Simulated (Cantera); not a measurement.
A closed system holds: 1 mol LiCl, 0.14 mol H2O, 27 mol H2, held at 1425 K and 0.133 bar.

Cantera equilibrium calculation (NASA polynomials, part measured and part estimated; ideal gas, pure solids and liquids). Candidate condensed phases: H2O, Li, LiCl, LiH, LiOH, Li2O; 25 gas species. Rates play no part.

Base state: H2 0.960, LiCl 0.0338, H2O 0.00486, Li2Cl2 0.000797, HCl 0.000160, LiOH 0.000118, Li 4.07e-5, H 1.83e-5 (mole fractions); condensed: gas only.

Q: What changes in the equilibrium state with this change: temperature from 1425 K to 1050 K?

A: 
```
species         before     after
------------  --------  --------
H2               0.960     0.985
Li2Cl2        0.000797   0.00545
H2O            0.00486   0.00510
LiCl            0.0338   0.00431
Li             4.07e-5   3.59e-8
H              1.83e-5   2.20e-8
Li3Cl3         5.96e-7  0.000244
LiCl(l), mol         0     0.563
```
